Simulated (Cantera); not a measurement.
Charge: 1 mol SiO2, 1.3 mol C, 2.4 mol H2, held at 1100 °C.

Equilibrium computed with Cantera from the NASA thermochemical tables; the gas is ideal and each condensed phase is pure. Candidate condensed phases: C, C6H6, C7H8, C8H18, H2O, Si, SiC, SiO2; 123 gas species. Mutual solubility and eutectic melting of coexisting phases are not modelled. The tables hold silica as quartz up to 1696 K and as liquid above; real silica turns to tridymite and cristobalite and melts near 1996 K. Equilibrium is a limit: real reactors are often held back by kinetics, nucleation or transport.

Problem. What share of the Si ends up in condensed phases as a function of P (Pa), at 10, 68, 460, 3200, 22000, 150000, 1000000?

Solution. 
```
P (Pa)   Si condensed (%)                       as
-------  ----------------  -----------------------
10                   52.4  SiC(s) + SiO2(β-quartz)
68                   96.9  SiC(s) + SiO2(β-quartz)
460                  99.8  SiC(s) + SiO2(β-quartz)
3200                100.0  SiC(s) + SiO2(β-quartz)
22000               100.0  SiC(s) + SiO2(β-quartz)
150000              100.0  SiC(s) + SiO2(β-quartz)
1000000             100.0  SiC(s) + SiO2(β-quartz)
```
